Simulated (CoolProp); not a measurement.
Toluene at several states: fugacity coefficient from the reference equation and from simpler models built on Tc = 318.6 °C, pc = 4.126 MPa, ω = 0.266; each cubic takes its own stable root.

Computed with CoolProp (reference Helmholtz-energy equation of state, Lemmon 2006). It is a short technical equation, of lower accuracy than the large ones.

```tsv
T (°C)	p (MPa)	phase	reference	van der Waals	Redlich-Kwong
-7.55	0.195	liquid	0.002851	0.2693	0.009447
148.95	9.78	liquid	0.03557	0.1329	0.05749
158.95	0.0631	gas	0.9840	0.9905	0.9875
```
